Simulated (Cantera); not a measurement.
# Ignition delay

Mixture: 18.1 % CH4, 17.2 % O2, 64.7 % N2, equivalence ratio 2.1, at 1.01 bar, adiabatic and at constant pressure. Ignition delay is the time to a rise of 400 K.

Model: GRI-Mech 3.0 (53 species, 325 reactions), integrated in Cantera.

```json
[
 {"T0 (K)": "1150", "delay (ms)": "143"},
 {"T0 (K)": "1250", "delay (ms)": "34.2"},
 {"T0 (K)": "1350", "delay (ms)": "9.27"},
 {"T0 (K)": "1450", "delay (ms)": "2.81"},
 {"T0 (K)": "1550", "delay (ms)": "0.964"},
 {"T0 (K)": "1650", "delay (ms)": "0.382"},
 {"T0 (K)": "1750", "delay (ms)": "0.174"},
 {"T0 (K)": "1850", "delay (ms)": "0.0903"},
 {"T0 (K)": "1950", "delay (ms)": "0.0515"}
]
```

The apparent activation energy between 1750 and 1950 K comes out as 170 kJ/mol.
